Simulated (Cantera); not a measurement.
What does this Cantera script print?

```python
import numpy as np
import cantera as ct

gas_names = """
    C CH CH2 CH3 CH2OH CH3O CH4 CH3OH CO CO2 COOH C2 C2H CHCO,ketyl C2H2,acetylene C2H2,vinylidene
    CH2CO,ketene C2H3,vinyl CH3CO,acetyl C2H4 C2H4O,ethylen CH3CHO,ethanal CH3COOH (HCOOH)2 C2H5 C2H6
    CH3OCH3 C2H5OH C2O C3 C3H3,propargyl C3H4,allene C3H4,propyne C3H4,cyclo- C3H5,allyl C3H6,propylene
    C3H6,cyclo- C3H6O C3H7,n-propyl C3H7,i-propyl C3H8 C3H8O,1propanol C3H8O,2propanol C3O2 C4 C4H2
    C4H4,1,3-cyclo- C4H6,butadiene C4H6,2-butyne C4H6,cyclo- C4H8,1-butene C4H8,cis2-buten
    C4H8,tr2-butene C4H8,isobutene C4H8,cyclo- (CH3COOH)2 C4H9,n-butyl C4H9,i-butyl C4H9,s-butyl
    C4H9,t-butyl C4H10,isobutane C4H10,n-butane C5 C5H6,1,3cyclo- C5H8,cyclo- C5H10,1-pentene
    C5H10,cyclo- C5H11,pentyl C5H11,t-pentyl C5H12,n-pentane C5H12,i-pentane CH3C(CH3)2CH3 C6H2
    C6H5,phenyl C6H5O,phenoxy C6H6 C6H5OH,phenol C6H10,cyclo- C6H12,1-hexene C6H12,cyclo- C6H13,n-hexyl
    C7H7,benzyl C7H8 C7H8O,cresol C7H14,1-heptene C7H15,n-heptyl C7H16,n-heptane C8H8,styrene
    C8H10,ethylbenz C8H16,1-octene C8H17,n-octyl C8H18,isooctane C8H18,n-octane C9H19,n-nonyl
    C10H8,naphthale C10H21,n-decyl C12H9,o-bipheny C12H10,bipheny H HCO HO2 H2 HCHO,formaldehy HCOOH H2O
    H2O2 O OH O2 O3 Ti TiO TiO2
""".split()
cond_names = """
    C(gr) C6H6(L) C7H8(L) C8H18(L),n-octa H2O(s) H2O(L) Ti(a) Ti(b) Ti(L) TiC(s) TiC(L) TiO(a) TiO(b)
    TiO(L) TiO2(ru) TiO2(L) Ti2O3(a) Ti2O3(b) Ti2O3(L) Ti3O5(a) Ti3O5(b) Ti3O5(L) Ti4O7(s) Ti4O7(L)
""".split()


def load(file, names, dense=False):
    # The tables refer to 1 bar. Condensed volumes are neglected.
    table = {s.name: s for s in ct.Species.list_from_file(file)}
    out = []
    for n in names:
        d = dict(table[n].input_data)
        d["thermo"] = dict(d["thermo"], **{"reference-pressure": 1e5})
        if dense:
            d["equation-of-state"] = {"model": "constant-volume", "density": "1e6 g/cm^3"}
        out.append(ct.Species.from_dict(d))
    return out


gas = ct.Solution(thermo="ideal-gas", species=load("nasa_gas.yaml", gas_names))
cond = {s.name: ct.Solution(thermo="fixed-stoichiometry", species=[s], name=s.name)
        for s in load("nasa_condensed.yaml", cond_names, dense=True)}
atoms = {
    'Ti(OiPr)4': {'Ti': 1, 'C': 12, 'H': 28, 'O': 4},
    'O2': {'O': 2},
    'H2': {'H': 2},
}
top_T = {'C(gr)': 4500}  # K; cautious upper limits of use, not melting points


def equilibrate(T, P, feed):
    n = {}
    for name, mol in feed.items():
        for a, k in atoms[name].items():
            n[a] = n.get(a, 0.0) + k * mol
    gas.TPX = T, P, n
    mass = sum(n.values()) * gas.mean_molecular_weight
    gas.equilibrate("TP")
    valid = [c for c in cond.values() if c.min_temp <= T <= top_T.get(c.name, c.max_temp)]
    mix = ct.Mixture([(gas, mass / gas.mean_molecular_weight)] + [(c, 0.0) for c in valid])
    mix.T, mix.P = T, P
    mix.equilibrate("TP", solver="vcs", rtol=1e-11, max_steps=5000)
    return mix


results = []
feed = {'Ti(OiPr)4': 1, 'O2': 0.53, 'H2': 26}  # mol
P = 10000  # Pa
for T in [1025, 1075, 1125, 1175, 1225, 1275, 1325]:
    mix = equilibrate(T, P, feed)
    results.append((T, P, feed, dict(zip(mix.species_names, mix.species_moles))))

top = {s: max(r[3][s] / sum(r[3][g] for g in gas_names) for r in results) for s in gas_names}
cols = sorted((s for s in top if top[s] > 0.001), key=lambda s: -top[s])[:7]
seen = [c for c in cond_names if any(r[3].get(c, 0) > 1e-12 for r in results)]
print("log10 of partial pressures in bar; condensed amounts in mol")
print(f"{'T/K':>10s}" + "".join(f"{s[:9]:>10s}" for s in cols + seen))
for T, P, feed, n in results:
    ng = sum(n[g] for g in gas_names)
    print(f"{T:10.4g}" + "".join(f"{np.log10(max(n[s] / ng * P / 1e5, 1e-99)):10.3f}" for s in cols)
          + "".join(f"{n.get(c, 0):10.4g}" for c in seen))
```

Result:

```
log10 of partial pressures in bar; condensed amounts in mol
       T/K        H2        CO       CH4       H2O     C(gr)    TiC(s)  TiO2(ru)  Ti3O5(b)  Ti4O7(s)
      1025    -1.035    -2.157    -3.204    -3.769     8.753         0         1         0         0
      1075    -1.034    -2.152    -3.414    -4.084     8.813         0         1         0         0
      1125    -1.033    -2.150    -3.606    -4.375     8.853         0         1         0         0
      1175    -1.035    -2.118    -3.789    -4.613     8.631         0         0         0      0.25
      1225    -1.036    -2.107    -3.954    -4.850     8.565         0         0    0.3333         0
      1275    -1.036    -2.107    -4.105    -5.076     8.576         0         0    0.3333         0
      1325    -1.052    -1.950    -4.277    -5.145      5.92         1         0         0         0
```

Method: chemical equilibrium by Gibbs-energy minimisation in Cantera with the NASA 1993 tables (ideal gas, pure condensed phases). The feed counts by its element totals alone. TiC: taken at fixed stoichiometry. Condensed phases not in the tables: Magnéli phases beyond Ti4O7.
